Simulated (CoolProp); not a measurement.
Properties of sulfur hexafluoride at several states.

The numbers come from the reference Helmholtz-energy equation of state, Guder 2009 in CoolProp.

| T (K) | p (bar) | phase | cv (kJ/(kg K)) | speed of sound (m/s) | conductivity (mW/(m K)) | Prandtl number |
|---|---|---|---|---|---|---|
| 508.6 | 1.41 | gas | 0.8280 | 175.6 | 28.3 | 0.757 |
| 484.5 | 171 | supercritical | 0.8363 | 191.8 | 45.8 | 1.07 |
| 318.5 | 22.3 | gas | 0.6768 | 112.0 | 17.0 | 0.896 |
| 366.1 | 0.18 | gas | 0.7030 | 150.0 | 18.0 | 0.769 |

Viscosity comes from a separate model (Quiñones-Cisneros 2012). Thermal conductivity comes from a separate model (Assael 2012).
